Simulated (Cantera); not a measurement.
A closed system holds: 1 mol Si, 4 mol HBr, equilibrated at 700 K and 1.20 Pa.

These are equilibrium values from Cantera (NASA tables, ideal gas, pure condensed phases), not measurements of a reactor. The tables' values for SiBr3 are old estimates; treat these amounts as uncertain. The numbers say what is thermodynamically allowed, not how fast it happens.

| species | before | after |
|---|---|---|
| H2 | 0.656 | 0.662 |
| SiBr4 | 0.327 | 0.328 |
| HBr | 0.0148 | 0.00491 |
| SiHBr3 | 0.00157 | 0.00480 |
| SiBr2 | 0.000118 | 9.78e-6 |
| SiH2Br2 | 3.50e-6 | 3.26e-5 |
| SiBr3 | 7.60e-5 | 2.19e-5 |
| Si(s), mol | 0.00972 | 0 |
Gas species are given as mole fractions.

Problem. Which change was made?
A. temperature from 700 K to 1498 K
B. HBr from 4 to 9.3 mol
C. temperature from 700 K to 1075 K
D. pressure from 1.20 Pa to 1.33 mbar

Solution. D, pressure from 1.20 Pa to 1.33 mbar
